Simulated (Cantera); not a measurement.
Charge: 1 mol CF4, 0.088 mol H2, 0.092 mol F2, at 0.700 bar.

Method: chemical equilibrium by Gibbs-energy minimisation in Cantera with the NASA 1993 tables (ideal gas, pure condensed phases). Candidate condensed phases: C, C6H6, C7H8, C8H18; 95 gas species. Gases not in the tables: C2F6 and larger saturated fluorocarbons. Equilibrium is a limit: real reactors are often held back by kinetics, nucleation or transport. All values below are at 1223 K.

Base state: CF4 0.845, HF 0.149, F 0.00659, F2 8.40e-5 (mole fractions); condensed: gas only.

What changes in the equilibrium state with this change: H2 from 0.088 to 0.93 mol?


| species | before | after |
|---|---|---|
| HF | 0.149 | 0.762 |
| CF4 | 0.845 | 0.238 |
| F | 0.00659 | 5.75e-9 |
| F2 | 8.40e-5 | <1e-9 |
| C(graphite), mol | 0 | 0.419 |
